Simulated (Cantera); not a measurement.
Input: 1 mol SiCl4, 17 mol NH3, held at 1900 K and 0.000370 bar.

These are equilibrium values from Cantera (NASA tables, ideal gas, pure condensed phases), not measurements of a reactor. The tables' values for SiCl, SiN are old estimates; treat these amounts as uncertain. Gases not in the tables: Si2H6 and higher silanes. The numbers say what is thermodynamically allowed, not how fast it happens.

```csv
species,before,after
H2,0.629,0.666
N2,0.228,0.222
HCl,0.0804,0.111
H,0.0327,3.13e-5
Si,0.0138,1.11e-9
SiCl2,0.0113,0.00102
SiH,0.000183,<1e-9
SiCl,0.00133,2.01e-8
Si2,4.52e-5,<1e-9
SiN,4.26e-5,<1e-9
Si2N,2.50e-5,<1e-9
SiH2,1.49e-5,<1e-9
"Si3N4(s), mol",0,0.321
```
Gas species are given as mole fractions.

Question: Which change was made?
(A) NH3 from 17 to 0.39 mol
(B) temperature from 1900 K to 1325 K
(C) pressure from 0.000370 bar to 0.0100 bar
(D) temperature from 1900 K to 1275 K

Answer: D, temperature from 1900 K to 1275 K. The tables' values for SiCl3 are old estimates; treat these amounts as uncertain
